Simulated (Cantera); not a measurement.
A closed system holds: 1 mol B, a varied amount of H2O, held at 1798 K and 0.0460 bar.

Equilibrium computed with Cantera from the NASA thermochemical tables; the gas is ideal and each condensed phase is pure. Candidate condensed phases: B, B2O3, B3O3H3, H2O; 23 gas species. The numbers say what is thermodynamically allowed, not how fast it happens.

### Question
Which condensed phases are stable at each of these points (n(H2O) (mol)): 0.66, 0.9, 1.2, 1.6, 2.2, 3, 4, 5.5, 7.4, 10?

### Answer
| n(H2O) (mol) | condensed phases | B condensed (%) |
|---|---|---|
| 0.66 | B(s) | 39.5 |
| 0.9 | B(s) | 17.5 |
| 1.2 | B2O3(l) | 12.3 |
| 1.6 | B2O3(l) | 49.1 |
| 2.2 | gas only | 0.0 |
| 3 | gas only | 0.0 |
| 4 | gas only | 0.0 |
| 5.5 | gas only | 0.0 |
| 7.4 | gas only | 0.0 |
| 10 | gas only | 0.0 |

From 0.66 mol H2O to 0.9 mol H2O the condensed part is B(s). From 1.2 mol H2O to 1.6 mol H2O the condensed part is B2O3(l). From 2.2 mol H2O to 10 mol H2O nothing is condensed.
